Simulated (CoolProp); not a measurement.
The numbers come from the reference Helmholtz-energy equation of state, Lemmon 2005 in CoolProp. It is a short technical equation, of lower accuracy than the large ones.

Q: For 1-butene, give the phase and the density (kg/m³), cp (kJ/(kg K)), speed of sound (m/s), Joule-Thomson coefficient (K/MPa) at 454.4 K and 1.96 MPa; 493.6 K and 1.96 MPa.

A: 
- 454.4 K and 1.96 MPa: gas; density 34.0, cp 2.32, speed of sound 236, Joule-Thomson coefficient 8.17
- 493.6 K and 1.96 MPa: gas; density 29.9, cp 2.40, speed of sound 255, Joule-Thomson coefficient 6.10
